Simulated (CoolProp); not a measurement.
Vapour-liquid equilibrium of acetone (1) + dimethyl carbonate (2) at 51.35 °C; x and y are mole fractions of (1).

Model: multi-fluid Helmholtz-energy mixture model, Lemmon 2006 and Zhou 2011; pair parameters Bell 2016, in CoolProp.

Q: Give the bubble pressure and the first vapour's composition at x = 0.15, 0.35, 0.95. Is there an azeotrope?

A: x = 0.15: 35.01 kPa, y = 0.395; x = 0.35: 47.09 kPa, y = 0.646; x = 0.95: 82.86 kPa, y = 0.984. No azeotrope shows between x = 0.05 and 0.95.

The pair parameters rest on a limited set of measurements; away from them the model extrapolates.
